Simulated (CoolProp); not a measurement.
A Linde-Hampson liquefier for ethylene: isothermal reversible compression at 290 K from 1 atm to 15 MPa, throttling to 1 atm, return gas leaving the recuperator 2 K below the feed. Each further row changes one setting.

Computed with CoolProp (reference Helmholtz-energy equation of state, Smukala 2000).

```
case                        liquid yield per pass  compression work (kJ/kg of gas)
--------------------------  ---------------------  -------------------------------
as stated                                   0.499                              338
high pressure 30 MPa                        0.506                              373
warm-end temperature 320 K                  0.392                              404
warm-end gap 7 K                            0.493                              338
```
